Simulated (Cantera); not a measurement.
Feed: 1 mol SiH2Cl2, 0.066 mol C3H8, 1400 mol H2, equilibrated at 56000 Pa.

Equilibrium computed with Cantera from the NASA thermochemical tables; the gas is ideal and each condensed phase is pure. Candidate condensed phases: C, C6H6, C7H8, C8H18, Si, SiC; 109 gas species. Mutual solubility and eutectic melting of coexisting phases are not modelled. Gases not in the tables: Si2H6 and higher silanes. Rates play no part.

log p: log10 of the partial pressure in bar; n: condensed amount in mol.

```tsv
T (K)	log p H2	log p HCl	log p H	log p SiH2	n Si(s)	n SiC(s)	n Si(l)
1600	-0.25	-3.10	-4.39	-5.55	0.797	0.185	0
1625	-0.25	-3.10	-4.28	-5.43	0.794	0.185	0
1650	-0.25	-3.10	(withheld)	(withheld)	0.790	0.185	0
1675	-0.25	-3.10	(withheld)	(withheld)	0.785	0.185	0
1700	-0.25	-3.10	-3.96	-5.10	0	0.185	0.779
1725	-0.25	-3.10	-3.86	-5.02	0	0.185	0.774
1750	-0.25	-3.10	-3.76	-4.93	0	0.184	0.768
1775	-0.25	-3.10	-3.66	-4.85	0	0.184	0.760
1800	-0.25	-3.10	-3.57	-4.78	0	0.183	0.749
1825	-0.25	-3.10	-3.48	-4.70	0	0.182	0.736
1850	-0.25	-3.10	-3.40	-4.63	0	0.181	0.720
1875	-0.25	-3.10	-3.31	-4.56	0	0.181	0.700
```

Task: Some entries are withheld; supply them.

Result: 
- 1650, log p H: -4.17
- 1650, log p SiH2: -5.32
- 1675, log p H: -4.06
- 1675, log p SiH2: -5.20
